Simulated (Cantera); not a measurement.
Mixture: CH₄ : O₂ : N₂ = 1 : 3.28 : 17.7 (molar parts), at 6.70 bar, adiabatic and at constant volume. Ignition delay is the time to a rise of 400 K.

Cantera simulation using GRI-Mech 3.0 (53 species, 325 reactions); the numbers are that mechanism's predictions, not measurements.

At T0 = 1375 K, what is the delay, and which 6 reactions control it most (d ln τ / d ln k, from doubling and halving each rate constant)?

The delay is 1.01 ms.
```
reaction                  d ln τ / d ln k   faster rate
------------------------  ---------------  ------------
2 CH3 (+M) <=> C2H6 (+M)             0.52  lengthens it
CH3 + O2 <=> CH3O + O               -0.45   shortens it
CH3 + HO2 <=> CH3O + OH             -0.31   shortens it
H + O2 <=> O + OH                   -0.29   shortens it
CH3 + O2 <=> CH2O + OH              -0.27   shortens it
CH4 + H <=> CH3 + H2                 0.25  lengthens it
```
